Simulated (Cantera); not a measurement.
Moist CO burnout

A perfectly stirred reactor is fed with 2.40 % CO, 1.75 % O₂, 3.60 % H₂O, 92.3 % N₂, at 180 Torr; it is held at 1200 K, and followed from long to short residence time.

Cantera simulation using GRI-Mech 3.0 (53 species, 325 reactions); the numbers are that mechanism's predictions, not measurements.

```csv
τ (s),x CO,x O₂,x H₂O,x H₂O₂,x N₂O,x NO
0.79,0.000539,0.00592,0.0361,1.12e-7,5.70e-8,2.68e-7
0.49,0.000733,0.00604,0.0360,1.28e-7,5.05e-8,3.18e-7
0.31,0.000981,0.00619,0.0359,1.42e-7,4.53e-8,3.80e-7
0.19,0.00133,0.00641,0.0358,1.56e-7,4.06e-8,4.61e-7
0.12,0.00178,0.00668,0.0356,1.66e-7,3.70e-8,5.48e-7
0.073,0.00240,0.00705,0.0353,1.74e-7,3.38e-8,6.44e-7
0.046,0.00317,0.00750,0.0351,1.80e-7,3.15e-8,7.24e-7
0.028,0.00423,0.00811,0.0348,1.83e-7,2.97e-8,7.84e-7
0.018,0.00545,0.00879,0.0345,1.85e-7,2.85e-8,7.98e-7
0.011,0.00715,0.00969,0.0341,1.85e-7,2.75e-8,7.54e-7
0.0068,0.00924,0.0108,0.0339,1.85e-7,2.68e-8,6.43e-7
```
x: mole fraction; the columns are a selection and need not sum to one.
